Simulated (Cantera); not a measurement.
An adiabatic, constant-pressure homogeneous reactor starts with CH4 : O2 : N2 : CO2 = 1 : 5.88 : 22.1 : 0.9 (molar parts), at 1750 K and 1.00 bar. Integrator tolerance rtol = 1e-08.

Detailed kinetics in Cantera: GRI-Mech 3.0 (53 species, 325 reactions).

Question: What does this change do: pressure from 1.00 bar to 10.0 bar?

Answer: 
```
quantity                                                            before                                    after
---------------------------------  ---------------------------------------  ---------------------------------------
time of steepest temperature rise                                 0.150 ms                                  21.0 µs
temperature at 4.00 s                                               2349 K                                   2381 K
equilibrium temperature                                             2349 K                                   2381 K
x(CH4) at 4.00 s                     <1e-12 (gas-phase equilibrium <1e-12)    <1e-12 (gas-phase equilibrium <1e-12)
x(O2) at 4.00 s                        0.122 (gas-phase equilibrium 0.122)      0.122 (gas-phase equilibrium 0.122)
x(CO2) at 4.00 s                     0.0606 (gas-phase equilibrium 0.0606)    0.0624 (gas-phase equilibrium 0.0624)
x(C2H4) at 4.00 s                    <1e-12 (gas-phase equilibrium <1e-12)    <1e-12 (gas-phase equilibrium <1e-12)
x(OH) at 4.00 s                    0.00608 (gas-phase equilibrium 0.00608)  0.00388 (gas-phase equilibrium 0.00388)
x(HCN) at 4.00 s                     <1e-12 (gas-phase equilibrium <1e-12)    <1e-12 (gas-phase equilibrium <1e-12)
```
